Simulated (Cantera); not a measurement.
A diamond (100) surface in a fixed gas of H2 with x(CH4) = 0.018, x(H) = 0.00062, x(CH3) = 1.1e-05, at 1050 K; coverages are run to steady state.

Model: the Harris–Goodwin 1993 mechanism for the reconstructed diamond (100) surface, integrated in Cantera.

θ: site fractions in the mechanism's names (c6HH fully hydrogenated, c6H* and c6*H radical sites, c6** diradical, c6HM methylated).

| P (Pa) | growth (µm/h) | θ c6HH | θ c6H* | θ c6*H | θ c6** | θ c6HM |
|---|---|---|---|---|---|---|
| 310 | 0.00175 | 0.563 | 0.0225 | 0.403 | 0.0113 | 0.000428 |
| 620 | 0.00560 | 0.563 | 0.0225 | 0.402 | 0.0113 | 0.000808 |
| 1200 | ? | 0.562 | 0.0225 | 0.402 | 0.0113 | ? |
| 2400 | 0.0549 | 0.561 | 0.0224 | 0.401 | 0.0113 | 0.00237 |
| 4800 | 0.161 | 0.560 | 0.0224 | 0.401 | 0.0113 | 0.00358 |
| 9600 | 0.425 | 0.559 | 0.0223 | 0.400 | 0.0113 | 0.00480 |
| 19000 | 1.01 | 0.559 | 0.0223 | 0.399 | 0.0113 | 0.00577 |
| 38000 | ? | 0.558 | 0.0223 | 0.399 | 0.0112 | ? |

Q: Fill in the missing entries.

A: 
- 1200, growth (µm/h): 0.0173
- 1200, θ c6HM: 0.00142
- 38000, growth (µm/h): 2.23
- 38000, θ c6HM: 0.00644
